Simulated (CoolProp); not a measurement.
Saturation properties of R115 (Tc = 80.0 °C, pc = 3.129 MPa, ω = 0.248).

Model: reference Helmholtz-energy equation of state, Lemmon 2016, in CoolProp.

```
T (°C)  p (MPa)  liquid density (kg/m³)  vapour density (kg/m³)  liquid cp (kJ/(kg K))
------  -------  ----------------------  ----------------------  ---------------------
6.65     0.5408                    1371                   41.82                  1.042
13.55    0.6612                    1340                   51.22                  1.065
20.45    0.8006                    1308                   62.35                  1.091
27.35    0.9605                    1274                   75.57                  1.122
34.25     1.143                    1238                   91.36                  1.158
41.15     1.350                    1199                   110.4                  1.205
48.05     1.584                    1156                   133.6                  1.267
54.95     1.848                    1108                   162.7                  1.356
61.85     2.144                    1051                   200.8                  1.504
68.75     2.479                   981.0                   254.6                  1.819
```

It boils at -39.2 °C under 1 atm.
